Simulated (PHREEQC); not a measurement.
Synthetic water in mg/L, 25 °C, pH 1.96, pe 12: Na 93.2; K 315; Ca 332; Mg 17; Cl 194; S(6) as SO4 2290; Sr 4.77; Li 0.789; O(0) (dissolved oxygen) 8.32; N(5) as NO3 10.6.

Valence states are taken as typed.

Computed with PHREEQC (ion-association model, phreeqc.dat).

No solid was allowed to form.

**Question.** Predict the ionic strength, specific conductance, charge-balance error.

**Answer.** ionic strength 0.0571 mol/kgw; specific conductance 7360 µS/cm; charge-balance error -3.2 %.

**Question.** In which forms is Ca present?

**Answer.** Ca+2 67 %, CaSO4 31 %, CaHSO4+ 2.7 % of the Ca.

Complexes and solids missing from the database can't appear.
